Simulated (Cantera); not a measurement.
An adiabatic, constant-volume homogeneous reactor starts with 3.06 % CH4, 0.827 % C2H6, 19.6 % O2, 73.8 % N2, 2.60 % H2O, 0.110 % H2, equivalence ratio 0.46, at 1748 K and 2.90 bar.

Cantera simulation using GRI-Mech 3.0 (53 species, 325 reactions); the numbers are that mechanism's predictions, not measurements.

Question: Predict: time of steepest temperature rise; temperature at 0.600 s; equilibrium temperature; x(O2) at 0.600 s; x(NO) at 0.600 s; x(O) at 0.600 s; x(H2O2) at 0.600 s.

Answer: time of steepest temperature rise: 12.0 µs
temperature at 0.600 s: 2683 K
equilibrium temperature: 2683 K
x(O2) at 0.600 s: 0.0922 (gas-phase equilibrium 0.0922)
x(NO) at 0.600 s: 0.0197 (gas-phase equilibrium 0.0197)
x(O) at 0.600 s: 0.00483 (gas-phase equilibrium 0.00483)
x(H2O2) at 0.600 s: 6.69e-7 (gas-phase equilibrium 6.69e-7)
